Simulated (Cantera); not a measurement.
CaCO3 + CO2 + H2O (calcination and drying)

Charge: 1 mol CaCO3, 0.29 mol CO2, 5.3 mol H2O, held at 425 °C and 12.8 Torr.

Method: chemical equilibrium by Gibbs-energy minimisation in Cantera with the NASA 1993 tables (ideal gas, pure condensed phases). Candidate condensed phases: C, C6H6, C7H8, C8H18, Ca, CaCO3, CaO, Ca(OH)2, H2O; 115 gas species. The numbers say what is thermodynamically allowed, not how fast it happens.

The x(H2O) comes out as 0.948, the x(CO2) comes out as 0.0519 and the n(CaCO3(calcite)) comes out as 1.00 mol. The gas amount is 5.590 mol. The log10 activity of Ca(OH)2(s) (absent) is -2.99, the log10 activity of C(graphite) (absent) comes out as -20.82 and the log10 activity of Ca(s) (absent) is -38.20.
